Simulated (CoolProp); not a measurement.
A simple Rankine cycle with R236EA: condensing at 331.15 K, boiler at 1.93 MPa, turbine inlet 411 K, turbine efficiency 0.65, pump efficiency 0.7, no recuperator. Each further row changes one setting.

The numbers come from the reference Helmholtz-energy equation of state, Rui 2013 in CoolProp.

```json
[
 {"case": "as stated", "thermal efficiency (%)": "6.4", "net work (kJ/kg)": "12.9", "heat in (kJ/kg)": "201", "turbine exit temperature (K)": "___", "volume ratio over the turbine": "___"},
 {"case": "condensing temperature 323.15 K", "thermal efficiency (%)": "___", "net work (kJ/kg)": "15.6", "heat in (kJ/kg)": "211", "turbine exit temperature (K)": "___", "volume ratio over the turbine": "4.75"},
 {"case": "boiler pressure 1.35 MPa", "thermal efficiency (%)": "4.8", "net work (kJ/kg)": "10.00", "heat in (kJ/kg)": "209", "turbine exit temperature (K)": "392.8", "volume ratio over the turbine": "2.48"},
 {"case": "turbine efficiency 0.55", "thermal efficiency (%)": "5.3", "net work (kJ/kg)": "10.7", "heat in (kJ/kg)": "201", "turbine exit temperature (K)": "384.4", "volume ratio over the turbine": "3.80"}
]
```

Problem. Fill in the missing entries.

Solution. 
- as stated, turbine exit temperature (K): 382.3
- as stated, volume ratio over the turbine: 3.78
- condensing temperature 323.15 K, thermal efficiency (%): 7.4
- condensing temperature 323.15 K, turbine exit temperature (K): 378.2
